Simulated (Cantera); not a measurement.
A perfectly stirred reactor is fed with C2H6 : H2 = 1 : 28 (molar parts), at 0.000150 bar; it is held at 1898 K, and followed from long to short residence time.

Computed with Cantera and GRI-Mech 3.0 (53 species, 325 reactions). GRI-Mech 3.0 stops at C3 and has no aromatics, soot or wall deposition, so with more carbon than oxygen in the feed, carbon stays in small species such as C2H2 where larger ones or solid carbon would form. Radical loss at walls, strong at low pressure, is not modelled.

| quantity | before | after |
|---|---|---|
| x(C2H6) at τ = 6.40 s | 1.44e-5 | 1.92e-7 |
| x(H2) at τ = 6.40 s | 0.952 | 0.962 |
| x(CH2) at τ = 6.40 s | 1.51e-5 | 9.82e-7 |
| x(H) at τ = 6.40 s | 0.00788 | 0.00464 |
| x(CH3) at τ = 6.40 s | 0.00215 | 0.000174 |
| x(C2H6) at τ = 0.160 s | 0.000489 | 7.67e-6 |
| x(H2) at τ = 0.160 s | 0.935 | 0.957 |
| x(CH2) at τ = 0.160 s | 4.32e-5 | 4.81e-6 |
| x(H) at τ = 0.160 s | 0.0101 | 0.00451 |
| x(CH3) at τ = 0.160 s | 0.00823 | 0.00101 |

### Question
Name the change that produced these shifts.
A. pressure from 0.000150 bar to 0.0267 bar
B. pressure from 0.000150 bar to 0.00650 bar
C. C2H6 1 to 3.8 parts
D. C2H6 1 to 0.22 parts

### Answer
A, pressure from 0.000150 bar to 0.0267 bar
